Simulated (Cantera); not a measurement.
Input (Python, Cantera):

```python
import numpy as np
import cantera as ct

gas = ct.Solution("gri30.yaml")
gas.TPX = 1225, 77000, {'C2H6': 1, 'H2': 68}
reactor = ct.IdealGasConstPressureReactor(gas, energy="off", clone=False)
net = ct.ReactorNet([reactor])
net.rtol, net.atol = 1e-08, 1e-18
show = ['C2H6', 'H2', 'C2H2', 'C2H4', 'CH4']
times = np.geomspace(4e-06, 50, 14)

steps = ct.SolutionArray(gas, extra=["t"])
rows = []
print(f"{'t/s':>10s}{'T/K':>9s}{'P/Pa':>11s}" + "".join(f"{s:>11s}" for s in show))
for t in times:
    while net.time < t:
        t_next = net.step()
        steps.append(gas.state, t=t_next)
    rows.append([np.interp(t, steps.t, y) for y in (steps.T, steps.P, *steps(*show).X.T)])
    print(f"{t:10.3e}{rows[-1][0]:9.1f}{rows[-1][1]:11.4g}" + "".join(f"{x:11.3e}" for x in rows[-1][2:]))
rate = np.gradient(steps.T, steps.t)
print("integrator steps:", len(steps.t))
if steps.T.max() > steps.T[0] + 200:
    print(f"time of steepest temperature rise: {steps.t[rate.argmax()]:.4e} s")
gas.TPX = 1225, 77000, {'C2H6': 1, 'H2': 68}
gas.equilibrate("TP")
print(f"equilibrium (TP): T = {gas.T:.1f} K  " + "  ".join(f"{s} {gas[s].X[0]:.3e}" for s in show))
```

Output:

```
       t/s      T/K       P/Pa       C2H6         H2       C2H2       C2H4        CH4
 4.000e-06   1225.0    7.7e+04  1.449e-02  9.855e-01  2.061e-16  6.048e-09  1.088e-07
 1.406e-05   1225.0    7.7e+04  1.449e-02  9.855e-01  8.589e-14  2.727e-07  7.006e-07
 4.942e-05   1225.0    7.7e+04  1.448e-02  9.855e-01  2.131e-11  5.536e-06  3.082e-06
 1.737e-04   1225.0    7.7e+04  1.440e-02  9.855e-01  3.556e-09  7.580e-05  1.602e-05
 6.106e-04   1225.0    7.7e+04  1.362e-02  9.854e-01  3.705e-07  7.543e-04  1.790e-04
 2.146e-03   1225.0    7.7e+04  1.018e-02  9.850e-01  1.090e-05  3.664e-03  1.140e-03
 7.543e-03   1225.0    7.7e+04  4.130e-03  9.841e-01  1.081e-04  8.594e-03  3.049e-03
 2.651e-02   1225.0    7.7e+04  1.066e-03  9.833e-01  4.428e-04  1.045e-02  4.726e-03
 9.319e-02   1225.0    7.7e+04  7.366e-04  9.823e-01  9.896e-04  9.205e-03  6.794e-03
 3.276e-01   1225.0    7.7e+04  5.532e-04  9.800e-01  1.205e-03  6.948e-03  1.130e-02
 1.151e+00   1225.0    7.7e+04  3.298e-04  9.764e-01  7.436e-04  4.145e-03  1.838e-02
 4.047e+00   1225.0    7.7e+04  1.253e-04  9.731e-01  2.809e-04  1.593e-03  2.492e-02
 1.423e+01   1225.0    7.7e+04  2.133e-05  9.714e-01  5.102e-05  2.864e-04  2.826e-02
 5.000e+01   1225.0    7.7e+04  1.102e-06  9.710e-01  2.428e-06  1.415e-05  2.895e-02
integrator steps: 1325
equilibrium (TP): T = 1225.0 K  C2H6 7.744e-07  H2 9.710e-01  C2H2 1.492e-06  C2H4 9.150e-06  CH4 2.896e-02
```

Computed with Cantera and GRI-Mech 3.0 (53 species, 325 reactions). GRI-Mech 3.0 stops at C3 and has no aromatics, soot or wall deposition, so with more carbon than oxygen in the feed, carbon stays in small species such as C2H2 where larger ones or solid carbon would form.
